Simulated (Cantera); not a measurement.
A perfectly stirred reactor is fed with 9.51 % CH₄, 19.0 % O₂, 71.5 % N₂, equivalence ratio 1.0, at 10.0 bar; it is adiabatic with a 475 K inlet, and is followed from long to short residence time, starting on the burning branch (τ in s: 0.18, 0.061, 0.021, 0.0075, 0.0026, 0.00092, 0.00032, 0.00011, 3.9e-05, 1.4e-05, 4.8e-06).

Computed with Cantera and GRI-Mech 3.0 (53 species, 325 reactions).

One state of this run: T (K) = 2364; x CH₄ = 3.04e-6; x O₂ = 0.00421; x C₂H₆ = 7.94e-12; x CH₂ = 1.10e-7; x H₂ = 0.00301. x: mole fraction; the columns are a selection and need not sum to one.

**Question.** Which value of τ (s) does it belong to?
A) 0.021
B) 0.00092
C) 0.18
D) 0.00032

**Answer.** A, 0.021
